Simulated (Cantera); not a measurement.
## Counterflow diffusion flame

A counterflow diffusion flame at 100000 Pa, nozzles 20 mm apart: fuel side CO : H₂ : CH₄ = 1 : 1.1 : 0.62 (molar parts) at 350 K, oxidiser side O₂ : N₂ = 0.25 : 0.75 (molar parts) at 725 K, fuel mass flux 1.1 times the oxidiser's; mixture-averaged transport, no radiation.

Detailed kinetics in Cantera: GRI-Mech 3.0 (53 species, 325 reactions). GRI-Mech 3.0 has no aromatics or soot, which form on the fuel side of real flames. The maximum strain rate includes the flame's own expansion and is several times the mean.

| oxidiser flux (kg/m²/s) | max strain (1/s) | mean strain (1/s) | T max (K) | peak x OH | peak x H | peak x NO | peak x CO | peak x C₂H₂ |
|---|---|---|---|---|---|---|---|---|
| 0.6 | 531 | 127 | 2385 | 0.0187 | 0.0111 | 0.000422 | 0.385 | 0.00772 |
| 0.76 | 661 | 161 | 2357 | 0.0187 | 0.0118 | 0.000361 | 0.386 | 0.00774 |
| 0.95 | 814 | 202 | 2332 | 0.0186 | 0.0123 | 0.000315 | 0.385 | 0.00775 |
| 1.2 | 1010 | 255 | 2307 | 0.0185 | 0.0130 | 0.000276 | 0.385 | 0.00778 |
| 1.5 | 1250 | 318 | 2287 | 0.0185 | 0.0137 | 0.000247 | 0.384 | 0.00786 |
| 1.9 | 1560 | 403 | 2265 | 0.0184 | 0.0144 | 0.000218 | 0.385 | 0.00788 |
| 2.4 | 1950 | 509 | 2241 | 0.0181 | 0.0151 | 0.000193 | 0.385 | 0.00788 |
| 3 | 2410 | 637 | 2220 | 0.0178 | 0.0157 | 0.000170 | 0.384 | 0.00783 |
| 3.8 | 3010 | 807 | 2198 | 0.0175 | 0.0164 | 0.000149 | 0.384 | 0.00771 |
| 4.8 | 3760 | 1020 | 2177 | 0.0171 | 0.0170 | 0.000129 | 0.385 | 0.00754 |
x: mole fraction; the columns are a selection and need not sum to one.
